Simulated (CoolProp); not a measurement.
Properties of n-butane at several states (Tc = 425.1 K, pc = 3796 kPa, ω = 0.201).

The numbers come from the reference Helmholtz-energy equation of state, Bücker 2006 in CoolProp.

```tsv
T (K)	p (kPa)	phase	density (kg/m³)	isothermal compressibility (1/MPa)	viscosity (µPa s)	Prandtl number
459.5	37.6	gas	0.5735	26.66	11.3	0.741
463.5	146	gas	2.223	6.916	11.4	0.742
299.6	2260	liquid	574.6	0.002917	161	3.70
```

Viscosity comes from a separate model (Vogel 1999). Thermal conductivity comes from a separate model (Perkins 2002).
